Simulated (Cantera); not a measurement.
An adiabatic, constant-pressure homogeneous reactor starts with CH4 : H2 : O2 : N2 = 1 : 0.037 : 1.44 : 12.1 (molar parts), equivalence ratio 1.4, at 1775 K and 8.80 bar. Integrator tolerance rtol = 1e-08.

Detailed kinetics in Cantera: GRI-Mech 3.0 (53 species, 325 reactions).

What does this change do: pressure from 8.80 bar to 2.70 bar?


```tsv
quantity	before	after
time of steepest temperature rise	42.0 µs	0.101 ms
temperature at 1.00 s	2612 K	2589 K
equilibrium temperature	2612 K	2589 K
x(CH4) at 1.00 s	2.36e-12 (gas-phase equilibrium 2.68e-12)	<1e-12 (gas-phase equilibrium <1e-12)
x(H2) at 1.00 s	0.0322 (gas-phase equilibrium 0.0322)	0.0325 (gas-phase equilibrium 0.0325)
x(O2) at 1.00 s	0.000111 (gas-phase equilibrium 0.000111)	0.000278 (gas-phase equilibrium 0.000278)
x(H2O) at 1.00 s	0.0999 (gas-phase equilibrium 0.0999)	0.0981 (gas-phase equilibrium 0.0981)
x(CH2CO) at 1.00 s	<1e-12 (gas-phase equilibrium <1e-12)	<1e-12 (gas-phase equilibrium <1e-12)
x(NO2) at 1.00 s	3.48e-8 (gas-phase equilibrium 3.48e-8)	4.75e-8 (gas-phase equilibrium 4.75e-8)
```
